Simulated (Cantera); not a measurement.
Cantera run, input and output.

```python
import numpy as np
import cantera as ct

gas = ct.Solution("gri30.yaml")
gas.TPX = 348, 13332, {'CH4': 1, 'O2': 1.67, 'N2': 6.27}
flame = ct.FreeFlame(gas, width=0.16)
flame.set_refine_criteria(ratio=3, slope=0.08, curve=0.16)
flame.transport_model = "mixture-averaged"
flame.solve(loglevel=0, auto=True)
z, T = flame.grid, flame.T
thick = (T[-1] - T[0]) / np.gradient(T, z).max()
show = ['CH4', 'O2', 'C2H', 'C2H6', 'C2H2', 'HO2']
print(f"laminar burning velocity  {flame.velocity[0] * 100:.3f} cm/s")
print(f"burnt temperature         {T[-1]:.1f} K")
print(f"thermal thickness         {thick * 1e3:.4f} mm")
print(f"grid points               {len(z)}")
z0 = z[flame.heat_release_rate.argmax()]
print(f"{'z/mm':>9s}{'T/K':>9s}{'u/(m/s)':>9s}" + "".join(f"{s:>11s}" for s in show))
rows = []
for k in (-3, -2, -1.5, -1, -0.5, -0.25, 0, 0.25, 0.5, 1, 2, 4, 8):
    zz = z0 + k * thick
    rows.append([k * thick, np.interp(zz, z, T), np.interp(zz, z, flame.velocity),
                 *(np.interp(zz, z, flame.X[gas.species_index(s)]) for s in show)])
    print(f"{rows[-1][0] * 1e3:9.3f}{rows[-1][1]:9.1f}{rows[-1][2]:9.3f}" + "".join(f"{x:11.3e}" for x in rows[-1][3:]))
```

It prints:

```
laminar burning velocity  70.423 cm/s
burnt temperature         2150.7 K
thermal thickness         2.3296 mm
grid points               172
     z/mm      T/K  u/(m/s)        CH4         O2        C2H       C2H6       C2H2        HO2
   -6.989    348.0    0.705  1.118e-01  1.867e-01  8.627e-31  1.386e-09  1.313e-10  1.227e-08
   -4.659    348.5    0.707  1.115e-01  1.862e-01  1.537e-26  7.725e-08  5.766e-09  3.487e-07
   -3.494    352.5    0.718  1.108e-01  1.854e-01  9.401e-24  1.208e-06  7.554e-08  3.188e-06
   -2.330    413.8    0.851  1.063e-01  1.808e-01  8.335e-19  5.723e-05  2.656e-06  4.435e-05
   -1.165    895.0    1.884  7.440e-02  1.440e-01  1.227e-11  1.216e-03  6.040e-05  4.510e-05
   -0.582   1330.7    2.842  3.999e-02  9.957e-02  9.270e-09  1.128e-03  1.811e-04  1.001e-04
    0.000   1703.9    3.678  1.038e-02  5.135e-02  3.532e-07  1.041e-04  3.360e-04  6.670e-05
    0.582   1863.4    4.030  1.086e-03  2.285e-02  4.693e-07  9.256e-07  1.254e-04  8.281e-06
    1.165   1898.9    4.098  6.303e-05  1.199e-02  6.907e-08  2.731e-09  1.236e-05  9.739e-07
    2.330   1916.1    4.117  1.905e-07  7.059e-03  4.019e-10  4.694e-14  6.166e-08  4.464e-07
    4.659   1931.0    4.137  2.938e-11  5.913e-03  1.316e-13  4.278e-20  1.958e-11  3.808e-07
    9.318   1950.7    4.172  9.802e-16  5.348e-03  8.221e-18  1.076e-25  1.217e-15  3.446e-07
   18.637   1980.9    4.228  2.317e-16  4.586e-03  5.536e-23  3.077e-29  8.168e-21  2.970e-07
```

Computed with Cantera and GRI-Mech 3.0 (53 species, 325 reactions). Burning velocities carry a grid error of a few per cent, more on coarse grids.
